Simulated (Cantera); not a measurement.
# Aluminium and copper etching: Al + HCl + H2

A closed system holds: 1 mol Al, 2.7 mol HCl, 1.4 mol H2.

Method: chemical equilibrium by Gibbs-energy minimisation in Cantera with the NASA 1993 tables (ideal gas, pure condensed phases). Candidate condensed phases: Al, AlCl3; 12 gas species. The tables' values for AlCl2 are old estimates. Rates play no part.

Stable condensed phases:

```
T in K \ P in Pa
              1    5.2     27    140    720   3700  19000 100000
   1400       A      A      A      A      A      A      A      A
   1350       A      A      A      A      A      A      A      A
   1300       A      A      A      A      A      A      A      A
   1250       A      A      A      A      A      A      A      A
   1200       A      A      A      A      A      A      A      A
   1150       A      A      A      A      A      A      A      B
   1100       A      A      A      A      A      A      A      B
   1050       A      A      A      A      A      A      B      B
   1000       A      A      A      A      A      B      B      B
    950       A      A      A      A      A      B      B      B
    900       A      A      A      A      B      B      B      B
    850       A      A      A      B      B      B      B      B
    800       A      A      B      B      B      B      B      B
    750       B      B      B      B      B      B      B      B
```

A: gas only; B: Al.
